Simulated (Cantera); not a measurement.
What does this Cantera script print?

```python
import numpy as np
import cantera as ct

gas_names = [...]  # 109 gases of nasa_gas.yaml made of C, Cl, H, Si
cond_names = """
    C(gr) C6H6(L) C7H8(L) C8H18(L),n-octa Si(cr) Si(L) SiC(b)
""".split()


# ... load() reads the species with a 1 bar reference pressure and builds the phases ...
atoms = {
    '(CH3)2SiCl2': {'C': 2, 'H': 6, 'Si': 1, 'CL': 2},
    'HCl': {'H': 1, 'CL': 1},
    'H2': {'H': 2},
}
top_T = {'C(gr)': 4500, 'SiC(b)': 3050}  # K; cautious upper limits of use, not melting points


# ... equilibrate(T, P, feed) seeds the gas with the atoms and calls Mixture.equilibrate('TP', solver="vcs", rtol=1e-11, max_steps=5000) ...
results = []
feed = {'(CH3)2SiCl2': 1, 'HCl': 2.5, 'H2': 10}  # mol
P = 3200  # Pa
for T in [1048, 1148, 1248, 1348, 1448, 1548, 1648, 1748, 1848, 1948, 2048, 2148, 2248]:
    mix = equilibrate(T, P, feed)
    results.append((T, P, feed, dict(zip(mix.species_names, mix.species_moles))))

top = {s: max(r[3][s] / sum(r[3][g] for g in gas_names) for r in results) for s in gas_names}
cols = sorted((s for s in top if top[s] > 1e-06), key=lambda s: -top[s])[:7]
seen = [c for c in cond_names if any(r[3].get(c, 0) > 1e-12 for r in results)]
print("log10 of partial pressures in bar; condensed amounts in mol")
print(f"{'T/K':>10s}" + "".join(f"{s[:9]:>10s}" for s in cols + seen))
for T, P, feed, n in results:
    ng = sum(n[g] for g in gas_names)
    print(f"{T:10.4g}" + "".join(f"{np.log10(max(n[s] / ng * P / 1e5, 1e-99)):10.3f}" for s in cols)
          + "".join(f"{n.get(c, 0):10.4g}" for c in seen))
```

Output:

```
log10 of partial pressures in bar; condensed amounts in mol
       T/K        H2       HCL         H     SiCL4     SiCL2        CL C2H2,acet     C(gr)    SiC(b)
      1048    -1.592    -2.257    -8.908    -3.083    -5.886    -9.613    -9.997     1.419     0.562
      1148    -1.615    -2.136    -7.952    -3.456    -5.233    -8.528    -9.045     1.193    0.7997
      1248    -1.627    -2.084    -7.144    -3.979    -4.793    -7.670    -8.241     1.072    0.9244
      1348    -1.631    -2.070    -6.451    -4.553    -4.486    -6.970    -7.550     1.039    0.9595
      1448    -1.631    -2.068    -5.851    -5.091    -4.246    -6.377    -6.954     1.039    0.9598
      1548    -1.631    -2.070    -5.327    -5.575    -4.046    -5.864    -6.435     1.052     0.947
      1648    -1.631    -2.074    -4.866    -6.008    -3.876    -5.415    -5.980     1.072    0.9267
      1748    -1.630    -2.080    -4.456    -6.399    -3.732    -5.019    -5.577     1.096    0.9005
      1848    -1.630    -2.087    -4.090    -6.755    -3.608    -4.667    -5.219     1.124    0.8693
      1948    -1.630    -2.096    -3.762    -7.084    -3.503    -4.353    -4.899     1.153    0.8334
      2048    -1.632    -2.108    -3.466    -7.391    -3.415    -4.073    -4.611     1.182     0.792
      2148    -1.636    -2.123    -3.198    -7.682    -3.343    -3.821    -4.353     1.212    0.7396
      2248    -1.643    -2.144    -2.956    -7.964    -3.286    -3.596    -4.123     1.252    0.6559
```

These are equilibrium values from Cantera (NASA tables, ideal gas, pure condensed phases), not measurements of a reactor. The feed counts by its element totals alone. The tables' values for SiCl, SiCl3 are old estimates; treat these amounts as uncertain. Gases not in the tables: Si2H6 and higher silanes.
